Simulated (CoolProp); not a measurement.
Saturation properties of nitrous oxide.

The numbers come from the reference Helmholtz-energy equation of state, Lemmon 2006 in CoolProp. It is a short technical equation, of lower accuracy than the large ones.

```tsv
T (K)	p (MPa)	vapour density (kg/m³)	enthalpy of vaporisation (kJ/kg)
215.6	0.4770	12.71	336.4
223	0.6437	16.91	326.2
230.4	0.8506	22.13	315.3
237.8	1.103	28.55	303.6
245.2	1.407	36.39	291.1
252.6	[?]	45.94	277.6
260	2.192	57.58	[?]
267.4	2.686	71.83	246.6
274.8	3.256	89.44	[?]
282.2	[?]	111.6	207.8
289.6	4.658	140.6	183.5
```

Q: What belongs in the gaps?

A: 
- 252.6, p (MPa): 1.768
- 260, enthalpy of vaporisation (kJ/kg): 262.8
- 274.8, enthalpy of vaporisation (kJ/kg): 228.4
- 282.2, p (MPa): 3.911

It boils at 184.7 K under 1 atm.
